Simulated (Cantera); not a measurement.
A perfectly stirred reactor is fed with 8.12 % CH₄, 0.422 % H₂, 14.9 % O₂, 56.2 % N₂, 20.3 % H₂O, equivalence ratio 1.1, at 1000000 Pa; it is adiabatic with a 675 K inlet, and is followed from long to short residence time, starting on the burning branch (τ in s: 0.058, 0.024, 0.01, 0.0042, 0.0018, 0.00073, 0.0003, 0.00013, 5.3e-05, 2.2e-05).

Computed with Cantera and GRI-Mech 3.0 (53 species, 325 reactions).

Q: Predict: blow-out, bracketed by the residence times tried; x(CH₄) at τ = 58.0 ms; x(H₂) at τ = 58.0 ms; x(O₂) at τ = 58.0 ms; x(N₂O) at τ = 58.0 ms; x(NO) at τ = 58.0 ms; x(CH₄) at τ = 0.730 ms; x(H₂) at τ = 0.730 ms; x(O₂) at τ = 0.730 ms; x(N₂O) at τ = 0.730 ms; x(NO) at τ = 0.730 ms.

A: 
```
Quantity                                                                       Result
------------------------------------------------  -----------------------------------
blow-out, bracketed by the residence times tried  burning at 0.130 ms, out at 53.0 µs
x(CH₄) at τ = 58.0 ms                                                         2.61e-5
x(H₂) at τ = 58.0 ms                                                           0.0155
x(O₂) at τ = 58.0 ms                                                         0.000115
x(N₂O) at τ = 58.0 ms                                                         1.89e-8
x(NO) at τ = 58.0 ms                                                          7.57e-5
x(CH₄) at τ = 0.730 ms                                                       0.000269
x(H₂) at τ = 0.730 ms                                                          0.0166
x(O₂) at τ = 0.730 ms                                                         0.00232
x(N₂O) at τ = 0.730 ms                                                        8.10e-8
x(NO) at τ = 0.730 ms                                                         7.89e-5
```
